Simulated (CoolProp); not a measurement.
Vapour-liquid equilibrium of propane (1) + R114 (2) at 1220 kPa; x and y are mole fractions of (1).

Computed with CoolProp (multi-fluid Helmholtz-energy mixture model, Lemmon 2009 and Platzer 1990; pair parameters Bell 2016). This equation is an older, rougher fit; its heat capacities, sound speeds and derivatives of the liquid may be far off and weren't checked against measurements.

```
x     bubble temperature (°C)  y at the bubble point  dew temperature at overall composition x (°C)  liquid density (mol/L)
----  -----------------------  ---------------------  ---------------------------------------------  ----------------------
0.05                     87.0                  0.125                                           90.4                   7.256
0.2                      72.8                  0.414                                           83.6                   7.813
0.35                     62.1                  0.602                                           76.2                   8.331
0.5                (withheld)                  0.731                                           68.1                   8.838
0.65                     47.1             (withheld)                                     (withheld)                   9.362
0.8                      41.6                  0.906                                           49.1                   9.929
0.95               (withheld)                  0.977                                           38.5                   10.56
```

Problem. Some entries are withheld; supply them.

Solution. 
- 0.5, bubble temperature (°C): 53.8
- 0.65, y at the bubble point: 0.827
- 0.65, dew temperature at overall composition x (°C): 59.1
- 0.95, bubble temperature (°C): 36.6

No azeotrope shows between x = 0.05 and 0.95.

The pair parameters rest on a limited set of measurements; away from them the model extrapolates.
